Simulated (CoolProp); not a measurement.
Vapour-liquid equilibrium of n-hexane (1) + toluene (2) at 11.1 bar; x and y are mole fractions of (1).

Computed with CoolProp (multi-fluid Helmholtz-energy mixture model, Thol 2019 and Lemmon 2006; pair parameters Bell 2016).

```json
[
 {"x": "0.05", "bubble temperature, mixture model (°C)": "218.3", "bubble temperature, Raoult's law (°C)": "219.2", "y, mixture model": "0.104", "y, Raoult's law": "0.109"},
 {"x": "0.2", "bubble temperature, mixture model (°C)": "206.2", "bubble temperature, Raoult's law (°C)": "208.6", "y, mixture model": "0.347", "y, Raoult's law": "0.372"},
 {"x": "0.35", "bubble temperature, mixture model (°C)": "196.9", "bubble temperature, Raoult's law (°C)": "199.5", "y, mixture model": "0.522", "y, Raoult's law": "0.565"},
 {"x": "0.5", "bubble temperature, mixture model (°C)": "189.4", "bubble temperature, Raoult's law (°C)": "191.5", "y, mixture model": "0.658", "y, Raoult's law": "0.710"},
 {"x": "0.65", "bubble temperature, mixture model (°C)": "183.0", "bubble temperature, Raoult's law (°C)": "184.5", "y, mixture model": "0.772", "y, Raoult's law": "0.822"},
 {"x": "0.8", "bubble temperature, mixture model (°C)": "177.4", "bubble temperature, Raoult's law (°C)": "178.2", "y, mixture model": "0.874", "y, Raoult's law": "0.910"},
 {"x": "0.95", "bubble temperature, mixture model (°C)": "172.4", "bubble temperature, Raoult's law (°C)": "172.6", "y, mixture model": "0.969", "y, Raoult's law": "0.980"}
]
```

The largest gap from Raoult's law is -2.6 K in bubble temperature, at x = 0.35. No azeotrope shows between x = 0.05 and 0.95.

The pair parameters rest on a limited set of measurements; away from them the model extrapolates.
